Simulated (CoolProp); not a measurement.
C3F8 (R218) at several states: fugacity coefficient from the reference equation and from simpler models built on Tc = 71.9 °C, pc = 2.640 MPa, ω = 0.317; each cubic takes its own stable root.

Model: reference Helmholtz-energy equation of state, Lemmon 2006, in CoolProp. It is a short technical equation, of lower accuracy than the large ones.

| T (°C) | p (MPa) | phase | reference | van der Waals | Redlich-Kwong |
|---|---|---|---|---|---|
| 65.55 | 0.0593 | gas | 0.9922 | 0.9930 | 0.9919 |
| -29.95 | 1.1 | liquid | ___ | 0.4516 | ___ |
| -67.75 | 5.14 | liquid | ___ | 0.06434 | ___ |
| 114.15 | 6.34 | supercritical | ___ | 0.5220 | ___ |
| -43.35 | 0.246 | liquid | 0.2936 | 0.9289 | ___ |
| -17.25 | 0.286 | liquid | 0.7302 | ___ | 0.9154 |

Problem. Complete the blanks.

Solution. 
- -29.95, reference: 0.1235
- -29.95, Redlich-Kwong: 0.2157
- -67.75, reference: 0.005122
- -67.75, Redlich-Kwong: 0.01340
- 114.15, reference: 0.5455
- 114.15, Redlich-Kwong: 0.5207
- -43.35, Redlich-Kwong: 0.5756
- -17.25, van der Waals: 0.9353

At some of these states van der Waals, Redlich-Kwong gives the other phase, because its saturation line lies elsewhere.
